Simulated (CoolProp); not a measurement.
Vapour-liquid equilibrium of propylene (1) + acetone (2) at 308.1 K; x and y are mole fractions of (1).

The numbers come from the multi-fluid Helmholtz-energy mixture model, Lemmon 2013 and Lemmon 2006; pair parameters Bell 2016 in CoolProp.

| x | bubble pressure (bar) | y at the bubble point | dew pressure at overall composition x (bar) | liquid density (mol/L) |
|---|---|---|---|---|
| 0.05 | 1.857 | 0.752 | 0.4891 | 13.28 |
| 0.2 | 5.624 | 0.920 | 0.5815 | 13.14 |
| 0.35 | 8.286 | 0.948 | 0.7153 | 12.96 |
| 0.5 | 9.919 | 0.959 | 0.9283 | 12.73 |
| 0.65 | 11.04 | 0.966 | 1.322 | 12.46 |
| 0.8 | 12.21 | 0.975 | 2.301 | 12.13 |
| 0.95 | 13.92 | 0.991 | 8.584 | 11.74 |

No azeotrope shows between x = 0.05 and 0.95.

The pair parameters rest on a limited set of measurements; away from them the model extrapolates. With so large a gap from Raoult's law the liquid may split in two, which this calculation doesn't test in full.
